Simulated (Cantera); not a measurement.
A freely propagating, adiabatic, planar premixed flame of H₂ : O₂ : N₂ = 1 : 0.5 : 1.88 (molar parts), unburnt at 600 K and 0.240 bar; mixture-averaged transport, grid criteria slope 0.08 and curve 0.16, no radiation.

Detailed kinetics in Cantera: the H2/O2 subset of GRI-Mech 3.0, which has no nitrogen chemistry. Burning velocities carry a grid error of a few per cent, more on coarse grids.

x: mole fraction of selected species; z is measured from the peak of heat release.

```tsv
z (mm)	T (K)	u (m/s)	x H₂	x O₂	x H₂O	x HO₂	x O	x H
-9.07	600	6.45	0.296	0.148	<1e-8	<1e-8	<1e-8	<1e-8
-6.05	600	6.45	0.296	0.148	<1e-8	<1e-8	<1e-8	<1e-8
-4.54	600	6.45	0.296	0.148	<1e-8	<1e-8	<1e-8	<1e-8
-3.02	600	6.45	0.296	0.148	2.04e-8	3.47e-7	<1e-8	9.21e-8
-1.51	607	6.51	0.294	0.148	0.000397	8.09e-5	6.46e-6	0.000220
-0.756	___	7.84	0.271	0.144	0.0121	5.93e-5	0.000268	0.00773
0	___	11.8	0.140	0.0968	0.111	2.47e-5	0.00778	0.0597
0.756	___	14.6	0.0537	0.0415	0.208	9.53e-6	0.0154	0.0823
1.51	___	15.7	0.0482	0.0342	0.221	6.80e-6	0.0158	0.0740
3.02	___	17.0	0.0492	0.0307	0.229	5.10e-6	0.0146	0.0603
6.05	___	18.4	0.0489	0.0271	0.240	3.75e-6	0.0125	0.0463
12.1	2030	19.7	0.0463	0.0233	0.253	2.69e-6	0.00991	0.0332
24.2	2186	21.0	0.0417	0.0194	0.267	2.00e-6	0.00716	0.0221
```

Problem. Complete the blanks.

Solution. 
- -0.756, T (K): 740
- 0, T (K): 1153
- 0.756, T (K): 1437
- 1.51, T (K): 1563
- 3.02, T (K): 1710
- 6.05, T (K): 1867
